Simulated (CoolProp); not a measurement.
Water at 555.55 K and 3.03 MPa flows at 1.1 m/s in a round tube of 1 mm bore and 45 µm roughness, fully developed (64/Re and Nu = 3.66 if laminar; Colebrook and Gnielinski if turbulent). Each further row changes one setting.

Model: reference Helmholtz-energy equation of state, Wagner 2002, in CoolProp.

```csv
case,Reynolds number,Darcy friction factor,pressure drop (Pa/m),heat-transfer coefficient (W/(m² K)),mass flow (kg/h)
as stated,747,0.0857,675,176,0.0405
velocity 2.2 m/s,1490,0.0428,1350,176,0.0810
diameter 2 mm,1490,0.0428,169,88.0,0.162
```

Viscosity comes from a separate model (Huber 2009). Thermal conductivity comes from a separate model (Huber 2012).
